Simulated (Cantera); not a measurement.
**Premixed flame**

A freely propagating, adiabatic, planar premixed flame of 9.04 % CH4, 16.5 % O2, 61.8 % N2, 12.7 % CO2, equivalence ratio 1.1, unburnt at 375 K and 10.0 bar; mixture-averaged transport, grid criteria slope 0.08 and curve 0.16, no radiation.

Computed with Cantera and GRI-Mech 3.0 (53 species, 325 reactions). Burning velocities carry a grid error of a few per cent, more on coarse grids.

```csv
z (mm),T (K),u (m/s),x CH4,x O2,x CO2,x N2O,x H2O2,x OH
-0.770,376,0.0579,0.0902,0.164,0.126,<1e-8,5.39e-8,<1e-8
-0.514,387,0.0597,0.0892,0.163,0.126,<1e-8,6.53e-7,<1e-8
-0.385,423,0.0654,0.0865,0.160,0.126,<1e-8,2.71e-6,<1e-8
-0.257,594,0.0923,0.0752,0.145,0.128,1.63e-8,1.23e-5,<1e-8
-0.128,1089,0.171,0.0441,0.0951,0.139,8.44e-8,2.73e-5,3.18e-7
-0.0642,1468,0.231,0.0203,0.0539,0.152,1.56e-7,3.79e-6,1.03e-5
0,1819,0.286,0.00195,0.0145,0.170,2.10e-7,1.19e-6,0.000397
0.0642,1929,0.302,8.78e-6,0.00266,0.182,2.00e-7,3.67e-7,0.00127
0.128,1956,0.306,6.60e-8,0.000946,0.185,1.39e-7,1.82e-7,0.000949
0.257,1972,0.308,<1e-8,0.000253,0.186,6.27e-8,5.77e-8,0.000512
0.514,1978,0.309,<1e-8,5.00e-5,0.187,2.00e-8,1.25e-8,0.000232
1.03,1980,0.310,<1e-8,1.19e-5,0.187,<1e-8,<1e-8,0.000125
2.05,1980,0.310,<1e-8,6.89e-6,0.187,<1e-8,<1e-8,0.000104
```
x: mole fraction of selected species; z is measured from the peak of heat release.

The laminar burning velocity is 5.77 cm/s. The thermal thickness comes out as 0.257 mm. The peak x(H2O2) is 2.86e-5. The peak x(OH) is 0.00128. The grid points is 141.
